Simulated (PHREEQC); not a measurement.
A column of 0.2 m (30 cells, dispersivity 0.016 m, 60 s a shift, diffusion coefficient 3e-10 m²/s) holds 0.035 eq of the database's cation exchanger X per kg of pore water, first in equilibrium with 19 mmol/kgw ZnCl2 and 0.01 mmol/kgw HCl. It is flushed with 0.0051 mol MgCl2, 0.0025 mol MnCl2, 0.019 mol Na2SO4 and 1e-05 mol HCl per kg of water, at 40 °C. Values are for the last cell. No CO2 enters from the air. Precipitation was switched off in this run.

Model: ion-association model, phreeqc.dat, run in PHREEQC.

| pore volumes | Na in solution (mol/kgw) | S in solution (mol/kgw) | Mg in solution (mol/kgw) | Mn in solution (mol/kgw) |
|---|---|---|---|---|
| 0 | 0 | 0 | 0 | 0 |
| 0.4167 | 0.000280 | 0.000296 | 6.01e-7 | 1.21e-6 |
| 0.95 | 0.0145 | 0.00994 | 0.000309 | 0.000241 |
| 1.35 | 0.0263 | 0.0158 | 0.000911 | 0.000600 |
| 1.75 | 0.0325 | 0.0181 | 0.00152 | 0.000931 |
| 2.283 | 0.0359 | 0.0188 | 0.00227 | 0.00132 |
| 2.683 | 0.0369 | 0.0190 | 0.00279 | 0.00157 |
| 3.083 | 0.0374 | 0.0190 | 0.00325 | 0.00178 |
| 3.617 | 0.0377 | 0.0190 | 0.00376 | 0.00200 |
| 4.017 | 0.0378 | 0.0190 | 0.00406 | 0.00212 |

Away from 25 °C the constants follow the database's enthalpies or fits; those with neither stay at their 25 °C values.
